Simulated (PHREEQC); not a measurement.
Acid mine or pickling water: speciation

A made-up water analysis in mg/L, 25 °C, pH 3.96, pe 8.7:

```tsv
constituent	mg/L
Na	40.6
K	3.74
Ca	362
Mg	81.7
Cl	286
S(6) as SO4	875
Pb	11.7
```

Na is adjusted to close the charge balance.
Valence states are taken as typed.

Equilibrium calculation in PHREEQC: ion-association model, phreeqc.dat.

This is a speciation only: nothing precipitates in the calculation.

Task: Estimate the ionic strength, specific conductance.

Result: ionic strength 0.0361 mol/kgw; specific conductance 2280 µS/cm.

Task: In which forms is S present?

Result: SO4-2 67 %, CaSO4 22 %, MgSO4 10 % of the S.

Saturation is exceeded, for instance for Anglesite; the values hold only as long as no solid forms. Species that the database lacks are ignored.
